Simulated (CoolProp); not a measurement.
Vapour-liquid equilibrium of propane (1) + dimethyl ether (2) at 0.259 bar; x and y are mole fractions of (1).

The numbers come from the multi-fluid Helmholtz-energy mixture model, Lemmon 2009 and Wu 2011; pair parameters Bell 2016 in CoolProp.

**Question.** Give the bubble temperature and the first vapour's composition at x = 0.2, 0.5, 0.65. Is there an azeotrope?

**Answer.** x = 0.2: -61.7 °C, y = 0.530; x = 0.5: -66.3 °C, y = 0.735; x = 0.65: -67.5 °C, y = 0.797. No azeotrope shows between x = 0.05 and 0.95.

The pair parameters rest on a limited set of measurements; away from them the model extrapolates.
